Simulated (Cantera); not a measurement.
Charge: 1 mol SiH2Cl2, 0.13 mol Cl2, a varied amount of H2, held at 850 K and 75.0 Torr.

Equilibrium computed with Cantera from the NASA thermochemical tables; the gas is ideal and each condensed phase is pure. Candidate condensed phases: Si; 19 gas species. The tables' values for SiCl3 are old estimates; treat these amounts as uncertain. Equilibrium is a limit: real reactors are often held back by kinetics, nucleation or transport.

x: gas mole fraction; n: condensed amount in mol.

| n(H2) (mol) | x H2 | x SiCl4 | x SiHCl3 | x HCl | x SiH2Cl2 | x SiCl3 | x SiCl2 | n Si(s) |
|---|---|---|---|---|---|---|---|---|
| 45 | 0.985 | 0.00761 | 0.00498 | 0.00250 | 0.000287 | 2.84e-5 | 7.53e-6 | 0.399 |
| 65 | 0.989 | 0.00504 | 0.00367 | 0.00226 | 0.000234 | 2.09e-5 | 6.13e-6 | 0.403 |
| 95 | 0.992 | 0.00325 | 0.00264 | 0.00203 | 0.000189 | 1.50e-5 | 4.92e-6 | 0.410 |
| 140 | 0.994 | 0.00205 | 0.00187 | 0.00181 | 0.000150 | 1.06e-5 | 3.91e-6 | 0.421 |
| 200 | 0.996 | 0.00132 | 0.00135 | 0.00162 | 0.000121 | 7.64e-6 | 3.14e-6 | 0.436 |
| 290 | 0.997 | [?] | [?] | [?] | [?] | 5.34e-6 | [?] | 0.456 |
| 420 | 0.998 | [?] | [?] | [?] | [?] | 3.67e-6 | [?] | 0.484 |
| 610 | 0.998 | 0.000290 | 0.000433 | 0.00111 | 5.68e-5 | 2.45e-6 | 1.47e-6 | 0.520 |

Fill in the missing entries.


- 420, x SiCl4: 0.000496
- 420, x SiHCl3: 0.000647
- 420, x HCl: 0.00127
- 420, x SiH2Cl2: 7.42e-5
- 420, x SiCl2: 1.92e-6
- 290, x SiCl4: 0.000819
- 290, x SiHCl3: 0.000941
- 290, x HCl: 0.00144
- 290, x SiH2Cl2: 9.52e-5
- 290, x SiCl2: 2.47e-6
